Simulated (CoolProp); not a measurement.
Vapour-liquid equilibrium of ethanol (1) + cyclohexane (2) at 0.336 MPa; x and y are mole fractions of (1).

Model: multi-fluid Helmholtz-energy mixture model, Schroeder 2014 and Zhou 2014; pair parameters Bell 2016, in CoolProp.

```tsv
x	bubble temperature (K)	y at the bubble point	dew temperature at overall composition x (K)	liquid density (mol/L)
0.05	390.7	0.212	397.7	8.235
0.125	383.6	0.369	___	8.580
0.2	380.2	0.447	391.3	___
0.275	378.5	0.490	387.9	9.259
0.35	377.7	0.516	384.5	9.636
0.425	377.3	0.535	381.1	10.05
0.5	377.1	0.551	378.2	10.52
0.575	377.0	0.568	377.0	11.04
0.65	377.1	0.591	378.0	11.62
0.725	377.6	0.626	379.4	___
0.8	378.5	0.679	381.1	___
0.875	380.2	0.761	382.7	13.75
0.95	382.9	0.885	384.3	14.59
```

Some entries are withheld; supply them.


- 0.125, dew temperature at overall composition x (K): 394.5
- 0.2, liquid density (mol/L): 8.912
- 0.725, liquid density (mol/L): 12.27
- 0.8, liquid density (mol/L): 12.98

y crosses x between x = 0.5 and 0.575: the model has an azeotrope there.

The pair parameters rest on a limited set of measurements; away from them the model extrapolates.
